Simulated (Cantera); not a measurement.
Input: 1 mol Si, 1.8 mol HCl, 0.53 mol N₂, equilibrated at 1050 K and 1330 Pa.

These are equilibrium values from Cantera (NASA tables, ideal gas, pure condensed phases), not measurements of a reactor. Candidate condensed phases: NH₄Cl, Si, Si₃N₄; 28 gas species. N₂ is the only nitrogen source here; it is nearly inert below about 1500 K, so the nitride shown seldom forms there in practice. The tables' values for SiCl₃ are old estimates; treat these amounts as uncertain. The numbers say what is thermodynamically allowed, not how fast it happens.

Base state: HCl 0.438, H₂ 0.353, SiCl₄ 0.175, N₂ 0.0313, SiHCl₃ 0.00147, SiCl₃ 0.000686, SiCl₂ 4.86e-5 (mole fractions); condensed: Si₃N₄(s).

Problem. What changes in the equilibrium state with this change: pressure from 1330 Pa to 120 Pa?

Solution. 
```tsv
species	before	after
HCl	0.438	0.483
H₂	0.353	0.328
SiCl₄	0.175	0.162
N₂	0.0313	0.0236
SiCl₂	4.86e-5	0.000382
SiCl₃	0.000686	0.00185
SiHCl₃	0.00147	0.00114
Si₃N₄(s), mol	0.240	0.246
```

Problem. What changes in the equilibrium state with this change: temperature from 1050 K to 1250 K?

Solution. 
```csv
species,before,after
HCl,0.438,0.467
H₂,0.353,0.329
SiCl₄,0.175,0.149
SiCl₃,0.000686,0.0127
N₂,0.0313,0.0299
SiCl₂,4.86e-5,0.00776
SiH₂Cl₂,1.40e-6,1.27e-5
"Si₃N₄(s), mol",0.240,0.241
```

Problem. What changes in the equilibrium state with this change: pressure from 1330 Pa to 3.30 Pa?

Solution. 
```csv
species,before,after
HCl,0.438,0.544
H₂,0.353,0.290
SiCl₄,0.175,0.135
N₂,0.0313,0.0154
SiCl₂,4.86e-5,0.00802
SiCl₃,0.000686,0.00772
SiHCl₃,0.00147,0.000744
"Si₃N₄(s), mol",0.240,0.253
```
